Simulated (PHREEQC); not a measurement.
A solution holds 73 mmol/kgw ZnSO4 and 0.07 mmol/kgw Na2SO4, at 25 °C. Closed to the air; pH follows from the charge balance.

All values are PHREEQC results (ion-association model, phreeqc.dat), not measurements.

This is a speciation only: nothing precipitates in the calculation.

Task: Order these Zn species by the share of Zn that they hold, largest first: ZnSO4, Zn(SO4)2-2, Zn+2.

Result: Zn+2 (52 %), ZnSO4 (38 %), Zn(SO4)2-2 (9.7 %)

The pH is 5.57 and the ionic strength 0.152 mol/kgw.
